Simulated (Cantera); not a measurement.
A diamond (100) surface in a fixed gas of H2 with x(CH4) = 0.0027, x(H) = 0.001, x(CH3) = 6.7e-05, 0.180 bar; coverages are run to steady state.

Detailed kinetics in Cantera: the Harris–Goodwin 1993 mechanism for the reconstructed diamond (100) surface.

θ: site fractions in the mechanism's names (c6HH fully hydrogenated, c6H* and c6*H radical sites, c6** diradical, c6HM methylated).

```tsv
T (K)	growth (µm/h)	θ c6HH	θ c6H*	θ c6*H	θ c6**	θ c6HM
900	[?]	0.648	0.00979	0.273	0.00393	0.0521
975	[?]	0.593	0.0153	0.336	0.00717	0.0366
1050	[?]	0.541	0.0219	0.392	0.0116	0.0234
1125	[?]	0.498	0.0294	0.439	0.0169	0.0109
1200	[?]	0.462	0.0370	0.473	0.0224	0.00323
1275	[?]	0.433	0.0443	0.493	0.0271	0.000766
1350	[?]	0.415	0.0510	0.502	0.0308	0.000177
```

Task: Complete the blanks.

Result: 
- 900, growth (µm/h): 3.48
- 975, growth (µm/h): 5.12
- 1050, growth (µm/h): 6.22
- 1125, growth (µm/h): 5.20
- 1200, growth (µm/h): 2.94
- 1275, growth (µm/h): 1.77
- 1350, growth (µm/h): 1.42
